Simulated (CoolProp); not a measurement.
Isobutane along the isotherm 262.1 K: Z from the reference equation and from simpler models built on Tc = 407.8 K, pc = 36.29 bar, ω = 0.184; each cubic takes its own stable root.

The numbers come from the reference Helmholtz-energy equation of state, Bücker 2006 in CoolProp.

```csv
p (bar),phase,reference
43.8,liquid,0.1951
87.5,liquid,0.3864
131,liquid,0.5739
175,liquid,0.7610
219,liquid,0.9457
262,liquid,1.124
306,liquid,1.305
350,liquid,1.484
```

### Question
How far does each simpler model (van der Waals, Peng-Robinson) lie from the reference over these 8 states: mean and median of the absolute difference, and the worst?

### Answer
- van der Waals: mean 51.3 %, median 50.6 %, worst +56.2 % at 262.1 K and 43.8 bar
- Peng-Robinson: mean 6.4 %, median 6.5 %, worst -6.7 % at 262.1 K and 306 bar
